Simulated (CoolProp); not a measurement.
A single-stage vapour-compression cycle with the fluid: evaporating at 215.15 K (dew point), condensing at 284.15 K (bubble point), superheat 0 K, subcooling 5 K, compressor efficiency 0.65, no pressure losses. The same conditions are run with several fluids, on thermodynamics alone (safety and materials aside).

Model: reference Helmholtz-energy equation of state of each fluid (hydrogen sulfide: Lemmon 2006; CH3F (R41): Lemmon 2006; fluoroethane (R161): Wu 2012; ammonia: Gao 2020; R152A: Outcalt 1996; R404A: Lemmon 2003), in CoolProp. Blends and air are pseudo-pure fits.

Rank hydrogen sulfide, CH3F (R41), fluoroethane (R161), ammonia, R152A, R404A by cooling COP, highest first.

R152A (1.60), fluoroethane (R161) (1.59), hydrogen sulfide (1.52), ammonia (1.49), R404A (1.44), CH3F (R41) (1.40)

```
fluid                pressure ratio  discharge temperature (K)  refrigerating effect (kJ/kg)  volumetric capacity (kJ/m³)
-------------------  --------------  -------------------------  ----------------------------  ---------------------------
hydrogen sulfide               12.4                      485.8                           413                          918
CH3F (R41)                     9.84                      416.1                           309                         1760
fluoroethane (R161)            17.3                      381.8                           317                          309
ammonia                        25.6                      559.2                          1150                          276
R152A                          22.6                      375.9                           254                          162
R404A                          16.0                      330.6                           124                          371
```
